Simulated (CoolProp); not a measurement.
Computed with CoolProp (reference Helmholtz-energy equation of state, Lemmon 2006). It is a short technical equation, of lower accuracy than the large ones.

Question: Give the vapour pressure (bar), liquid density (kg/m³), vapour Z of saturated hydrogen sulfide at 208.2, 329 K.

Answer: 
```tsv
T (K)	p (bar)	liquid density (kg/m³)	vapour Z
208.2	0.795	957	0.981
329	40.1	687	0.703
```
